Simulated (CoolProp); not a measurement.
Aqueous ethylene glycol as a coolant, at 13 °C, 1 atm.

Values from CoolProp's Melinder's fits for secondary coolants.

```tsv
mass %	freezing point (°C)	conductivity (W/(m K))	viscosity (mPa s)	Prandtl number	density (kg/m³)
2.6	-0.8	0.575	1.28	9.23	1002
11.9	-4.1	0.535	1.63	12.3	1015
21.1	-8.6	0.495	2.11	16.5	1028
30.4	-14.9	0.457	2.73	22.0	1041
39.6	-23.4	0.421	3.51	29.1	1055
48.9	-34.5	0.389	4.56	38.7	1067
58.1	-48.1	0.359	5.91	51.0	1079
```
